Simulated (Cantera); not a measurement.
Input (Python, Cantera) and output of one run.

```python
import numpy as np
import cantera as ct

gas_names = """
    C CH CH2 CH3 CH4 C2 C2H C2H2,acetylene C2H2,vinylidene C2H3,vinyl C2H4 C2H5 C2H6 C3 C3H3,propargyl
    C3H4,allene C3H4,propyne C3H4,cyclo- C3H5,allyl C3H6,propylene C3H6,cyclo- C3H7,n-propyl
    C3H7,i-propyl C3H8 C4 C4H2 C4H4,1,3-cyclo- C4H6,butadiene C4H6,2-butyne C4H6,cyclo- C4H8,1-butene
    C4H8,cis2-buten C4H8,tr2-butene C4H8,isobutene C4H8,cyclo- C4H9,n-butyl C4H9,i-butyl C4H9,s-butyl
    C4H9,t-butyl C4H10,isobutane C4H10,n-butane C5 C5H6,1,3cyclo- C5H8,cyclo- C5H10,1-pentene
    C5H10,cyclo- C5H11,pentyl C5H11,t-pentyl C5H12,n-pentane C5H12,i-pentane CH3C(CH3)2CH3 C6H2
    C6H5,phenyl C6H6 C6H10,cyclo- C6H12,1-hexene C6H12,cyclo- C6H13,n-hexyl C7H7,benzyl C7H8
    C7H14,1-heptene C7H15,n-heptyl C7H16,n-heptane C8H8,styrene C8H10,ethylbenz C8H16,1-octene
    C8H17,n-octyl C8H18,isooctane C8H18,n-octane C9H19,n-nonyl C10H8,naphthale C10H21,n-decyl
    C12H9,o-bipheny C12H10,bipheny H H2 Si SiC SiC2 SiC4H12 SiH SiH2 SiH3 SiH4 Si2 Si2C Si3
""".split()
cond_names = """
    C(gr) C6H6(L) C7H8(L) C8H18(L),n-octa Si(cr) Si(L) SiC(b)
""".split()


def load(file, names, dense=False):
    # The tables refer to 1 bar. Condensed volumes are neglected.
    table = {s.name: s for s in ct.Species.list_from_file(file)}
    out = []
    for n in names:
        d = dict(table[n].input_data)
        d["thermo"] = dict(d["thermo"], **{"reference-pressure": 1e5})
        if dense:
            d["equation-of-state"] = {"model": "constant-volume", "density": "1e6 g/cm^3"}
        out.append(ct.Species.from_dict(d))
    return out


gas = ct.Solution(thermo="ideal-gas", species=load("nasa_gas.yaml", gas_names))
cond = {s.name: ct.Solution(thermo="fixed-stoichiometry", species=[s], name=s.name)
        for s in load("nasa_condensed.yaml", cond_names, dense=True)}
atoms = {
    'CH3SiH3': {'C': 1, 'H': 6, 'Si': 1},
    'C2H2': {'C': 2, 'H': 2},
    'H2': {'H': 2},
}
top_T = {'C(gr)': 4500, 'SiC(b)': 3050}  # K; cautious upper limits of use, not melting points


def equilibrate(T, P, feed):
    n = {}
    for name, mol in feed.items():
        for a, k in atoms[name].items():
            n[a] = n.get(a, 0.0) + k * mol
    gas.TPX = T, P, n
    mass = sum(n.values()) * gas.mean_molecular_weight
    gas.equilibrate("TP")
    valid = [c for c in cond.values() if c.min_temp <= T <= top_T.get(c.name, c.max_temp)]
    mix = ct.Mixture([(gas, mass / gas.mean_molecular_weight)] + [(c, 0.0) for c in valid])
    mix.T, mix.P = T, P
    mix.equilibrate("TP", solver="vcs", rtol=1e-11, max_steps=5000)
    return mix


results = []
T = 2400  # K
P = 110  # Pa
for m in [0.011, 0.027, 0.042, 0.058, 0.074, 0.089, 0.11, 0.12, 0.14, 0.15]:
    feed = {'CH3SiH3': 1, 'C2H2': m, 'H2': 74}  # mol
    mix = equilibrate(T, P, feed)
    results.append((T, P, feed, dict(zip(mix.species_names, mix.species_moles))))

top = {s: max(r[3][s] / sum(r[3][g] for g in gas_names) for r in results) for s in gas_names}
cols = sorted((s for s in top if top[s] > 1e-06), key=lambda s: -top[s])[:5]
seen = [c for c in cond_names if any(r[3].get(c, 0) > 1e-12 for r in results)]
print("log10 of partial pressures in bar; condensed amounts in mol")
print(f"{'n(C2H2)':>10s}" + "".join(f"{s[:9]:>10s}" for s in cols + seen))
for T, P, feed, n in results:
    ng = sum(n[g] for g in gas_names)
    print(f"{feed['C2H2']:10.4g}" + "".join(f"{np.log10(max(n[s] / ng * P / 1e5, 1e-99)):10.3f}" for s in cols)
          + "".join(f"{n.get(c, 0):10.4g}" for c in seen))
```

Result:

```
log10 of partial pressures in bar; condensed amounts in mol
   n(C2H2)        H2         H        Si C2H2,acet      SiC2     C(gr)
     0.011    -3.173    -3.385    -5.011    -5.403    -5.801         0
     0.027    -3.173    -3.385    -5.013    -5.389    -5.790         0
     0.042    -3.173    -3.385    -5.015    -5.376    -5.779         0
     0.058    -3.173    -3.385    -5.017    -5.363    -5.768         0
     0.074    -3.173    -3.385    -5.019    -5.351    -5.757         0
     0.089    -3.173    -3.385    -5.021    -5.339    -5.748         0
      0.11    -3.173    -3.385    -5.023    -5.330    -5.740   0.01589
      0.12    -3.173    -3.385    -5.023    -5.330    -5.740   0.03577
      0.14    -3.173    -3.385    -5.023    -5.330    -5.740   0.07554
      0.15    -3.173    -3.385    -5.023    -5.330    -5.740   0.09543
```

These are equilibrium values from Cantera (NASA tables, ideal gas, pure condensed phases), not measurements of a reactor. The feed counts by its element totals alone.
